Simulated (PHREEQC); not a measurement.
Buffer (model solution)

Consider water at 15 °C with 0.013 mol HF and 0.0001 mol KOH per kg of water. Closed to the air; pH follows from the charge balance.

The numbers come from PHREEQC with the ion-association model, phreeqc.dat.

No solid was allowed to form.

Predict the pH, ionic strength, specific conductance.

pH 2.55; ionic strength 0.00306 mol/kgw; specific conductance 905 µS/cm.

In which forms is F present?

HF 76 %, F- 23 %, HF2- 1.6 % of the F.
